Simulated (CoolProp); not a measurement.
Vapour-liquid equilibrium of cyclohexane (1) + n-octane (2) at 1.17 bar; x and y are mole fractions of (1).

Values from CoolProp's multi-fluid Helmholtz-energy mixture model, Zhou 2014 and Beckmüller 2019; pair parameters Bell 2016.

Question: Give the bubble temperature and the first vapour's composition at x = 0.2, 0.5, 0.65. Is there an azeotrope?

Answer: x = 0.2: 390.6 K, y = 0.440; x = 0.5: 375.3 K, y = 0.776; x = 0.65: 369.5 K, y = 0.869. No azeotrope shows between x = 0.05 and 0.95.

Pair parameters are fitted to limited data, so mixtures are less certain than the pure fluids.
